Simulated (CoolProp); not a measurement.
50 sccm (0 °C, 1 atm) of nitrogen bubbles through liquid ethanol at 297.5 K and leaves saturated at a total pressure of 0.0968 MPa (ideal gas phase). Each further row changes one setting.

Values from CoolProp's reference Helmholtz-energy equation of state, Schroeder 2014.

| case | vapour pressure (kPa) | mole fraction of vapour | delivery (mg/min) | delivery (sccm) | change of delivery for a bath 1 K warmer (%) |
|---|---|---|---|---|---|
| as stated | 7.59 | 0.0785 | 8.75 | 4.26 | 6.5 |
| bath temperature 302.5 K | 10.1 | 0.104 | 12.0 | 5.82 | 6.4 |
| total pressure 0.194 MPa | 7.59 | 0.0391 | 4.19 | 2.04 | 6.2 |
